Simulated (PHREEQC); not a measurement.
Make-up at 20 °C: 0.034 mol TMAH, 0.0012 mol H4SiO4 and 0.0011 mol CuSO4 per kg of water. Closed to the air; pH follows from the charge balance.

Computed with PHREEQC (ion-association model, wateq4f.dat).

No solid was allowed to form.

Task: Order these Cu species by the share of Cu that they hold, largest first: Cu(OH)2, Cu(OH)4-2, Cu(OH)3-.

Result: Cu(OH)2 (63 %), Cu(OH)4-2 (20 %), Cu(OH)3- (17 %)

Task: Order these Si species by the share of Si that they hold, largest first: H2SiO4-2, H4SiO4, H3SiO4-.

Result: H3SiO4- (78 %), H2SiO4-2 (22 %), H4SiO4 (0.14 %)

The pH is 12.56 and the ionic strength 0.0356 mol/kgw. Examples of supersaturated solids here: Cu(OH)2, Tenorite (slow to form). Others may be too. (CH3)4N+ isn't in the database: it is added as a free cation with an ion size of 4 Å. The database's constant for dissolved Cu(OH)2 is higher than later reviews accept.
